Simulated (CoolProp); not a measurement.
Sulfur hexafluoride at 293.15 K and 3.19 MPa flows at 0.12 m/s in a round tube of 6 mm bore and 1.5 µm roughness, fully developed (64/Re and Nu = 3.66 if laminar; Colebrook and Gnielinski if turbulent). Each further row changes one setting.

The numbers come from the reference Helmholtz-energy equation of state, Guder 2009 in CoolProp.

| case | Reynolds number | Darcy friction factor | pressure drop (Pa/m) | heat-transfer coefficient (W/(m² K)) | mass flow (kg/h) |
|---|---|---|---|---|---|
| as stated | 7440 | 0.0338 | 57.8 | [?] | 17.4 |
| velocity 0.24 m/s | 14900 | 0.0283 | 194 | 745 | [?] |
| diameter 12 mm | 14900 | 0.0281 | [?] | 370 | 69.7 |

Task: What belongs in the gaps?

Result: 
- as stated, heat-transfer coefficient (W/(m² K)): 397
- velocity 0.24 m/s, mass flow (kg/h): 34.9
- diameter 12 mm, pressure drop (Pa/m): 24.1

Viscosity comes from a separate model (Quiñones-Cisneros 2012). Thermal conductivity comes from a separate model (Assael 2012).
